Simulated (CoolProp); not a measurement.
A closed Brayton cycle with carbon dioxide: compressor inlet 325.15 K and 9.1 MPa, high pressure 27.2 MPa, turbine inlet 685 K, compressor efficiency 0.8, turbine efficiency 0.93, recuperator effectiveness 0.95 (on enthalpy, no pinch check). Each further row changes one setting.

Values from CoolProp's reference Helmholtz-energy equation of state, Span 1996.

```csv
case,thermal efficiency (%),net work (kJ/kg),compressor to turbine work,compressor exit (K),turbine exit (K)
as stated,___,60.7,0.48,411.7,563.6
turbine inlet 635 K,___,49.5,0.53,411.7,___
compressor inlet 335.15 K,___,___,___,432.1,563.6
high pressure 23.1 MPa,___,___,0.45,398.3,581.2
recuperator effectiveness 0.5,20.7,60.7,0.48,411.7,563.6
```

Task: Some entries are withheld; supply them.

Result: 
- as stated, thermal efficiency (%): 28.4
- turbine inlet 635 K, thermal efficiency (%): 24.8
- turbine inlet 635 K, turbine exit (K): 518.2
- compressor inlet 335.15 K, thermal efficiency (%): 25.8
- compressor inlet 335.15 K, net work (kJ/kg): 51.9
- compressor inlet 335.15 K, compressor to turbine work: 0.56
- high pressure 23.1 MPa, thermal efficiency (%): 28.7
- high pressure 23.1 MPa, net work (kJ/kg): 55.5
